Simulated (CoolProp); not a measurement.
Saturated liquid density (kg/m³) of CHF3 (R23): the reference equation beside estimates from Tc = 26.1 °C, pc = 4.832 MPa, ω = 0.263. Rackett uses Z = 0.29056 − 0.08775 ω.

Values from CoolProp's reference Helmholtz-energy equation of state, Penoncello 2003.

```tsv
T (°C)	reference	Rackett	van der Waals	Redlich-Kwong
-49.55	1313	1238	742.6	1065
-43.25	?	1211	726.5	1037
-36.95	1255	1183	709.6	1006
-30.75	1224	1155	692.1	974.7
-24.45	1191	1124	673.3	940.7
-18.15	1156	1091	653.1	904.4
-11.85	1118	1056	631.4	865.4
-5.55	1076	1018	607.8	?
0.65	1030	975.9	582.1	?
6.95	976.3	927.5	?	725.1
13.25	911.5	?	517.6	664.2
```

Q: Some entries are withheld; supply them.

A: 
- -43.25, reference: 1285
- -5.55, Redlich-Kwong: 823.1
- 0.65, Redlich-Kwong: 777.3
- 6.95, van der Waals: 552.5
- 13.25, Rackett: 869.5

Absolute difference from the reference over all 11 rows, mean and median: Rackett 5.4 and 5.6 %, van der Waals 43.4 and 43.5 %, Redlich-Kwong 22.2 and 21.8 %.
